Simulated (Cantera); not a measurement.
An isothermal, constant-pressure homogeneous reactor starts with 24.9 % NO, 74.6 % N2, 0.547 % H2O, at 1950 K and 67000 Pa.

Computed with Cantera and GRI-Mech 3.0 (53 species, 325 reactions).

**Question.** Predict: x(NO) at 10.0 s; x(O) at 10.0 s; x(O2) at 10.0 s; x(N2O) at 10.0 s; x(N2) at 10.0 s; x(NO2) at 10.0 s.

**Answer.** 
```json
{
  "x(NO) at 10.0 s": "0.0167 (gas-phase equilibrium 0.00533)",
  "x(O) at 10.0 s": "0.000189 (gas-phase equilibrium 0.000193)",
  "x(O2) at 10.0 s": "0.116 (gas-phase equilibrium 0.121)",
  "x(N2O) at 10.0 s": "3.53e-7 (gas-phase equilibrium 2.58e-7)",
  "x(N2) at 10.0 s": "0.862 (gas-phase equilibrium 0.867)",
  "x(NO2) at 10.0 s": "1.91e-5 (gas-phase equilibrium 6.22e-6)"
}
```
